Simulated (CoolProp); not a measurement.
Vapour-liquid equilibrium of R143a (1) + R152A (2) at 231 K; x and y are mole fractions of (1).

Values from CoolProp's multi-fluid Helmholtz-energy mixture model, Lemmon and Jacobsen 2000 and Outcalt 1996; pair parameters Bell 2016.

Give the bubble pressure and the first vapour's composition at x = 0.05, 0.35, 0.5. Is there an azeotrope?

x = 0.05: 0.04828 MPa, y = 0.166; x = 0.35: 0.07813 MPa, y = 0.628; x = 0.5: 0.09048 MPa, y = 0.742. No azeotrope shows between x = 0.05 and 0.95.

Pair parameters are fitted to limited data, so mixtures are less certain than the pure fluids.
